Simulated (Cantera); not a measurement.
Mixture: H2 : O2 : N2 = 1 : 0.98 : 3.69 (molar parts), equivalence ratio 0.51, at 760 Torr, adiabatic and at constant volume. Ignition delay is the time to a rise of 400 K.

Computed with Cantera and the H2/O2 subset of GRI-Mech 3.0, which has no nitrogen chemistry. Where the delays flatten at high temperature, the 400 K rule measures the pace of heat release, not the induction time.

Q: What does this change do: pressure from 760 Torr to 2700 Torr?

A: 
| quantity | before | after |
|---|---|---|
| delay at 1198 K | 47.8 µs | 17.6 µs |
| delay at 1398 K | 23.1 µs | 5.81 µs |
| delay at 1598 K | 17.7 µs | 3.36 µs |
| delay at 1798 K | 18.5 µs | 2.63 µs |
| delay at 1998 K | 22.9 µs | 2.59 µs |
The hydrogen kinetics of GRI-Mech 3.0 are dated; newer H2 mechanisms differ, most at raised pressure.
